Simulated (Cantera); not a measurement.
A perfectly stirred reactor is fed with CH4 : O2 : N2 = 1 : 2.04 : 19.6 (molar parts), at 1600000 Pa; it is adiabatic with a 723 K inlet, and is followed from long to short residence time, starting on the burning branch (τ in s: 0.044, 0.021, 0.0098, 0.0046, 0.0022, 0.001, 0.00048, 0.00023, 0.00011, 5.1e-05, 2.4e-05).

Model: GRI-Mech 3.0 (53 species, 325 reactions), integrated in Cantera. The pressure lies above the range GRI-Mech 3.0 was tuned for (to about 10 atm).

Q: Predict: blow-out, bracketed by the residence times tried; x(CH4) at τ = 44.0 ms; x(O2) at τ = 44.0 ms; x(CH3) at τ = 44.0 ms; x(CH2CO) at τ = 44.0 ms; x(CH2O) at τ = 44.0 ms; x(CH4) at τ = 1.00 ms; x(O2) at τ = 1.00 ms.

A: 
| Property | Value |
|---|---|
| blow-out, bracketed by the residence times tried | burning at 2.20 ms, out at 1.00 ms |
| x(CH4) at τ = 44.0 ms | 1.53e-5 |
| x(O2) at τ = 44.0 ms | 0.00219 |
| x(CH3) at τ = 44.0 ms | 3.17e-6 |
| x(CH2CO) at τ = 44.0 ms | 4.20e-8 |
| x(CH2O) at τ = 44.0 ms | 1.75e-6 |
| x(CH4) at τ = 1.00 ms | 0.0442 |
| x(O2) at τ = 1.00 ms | 0.0901 |
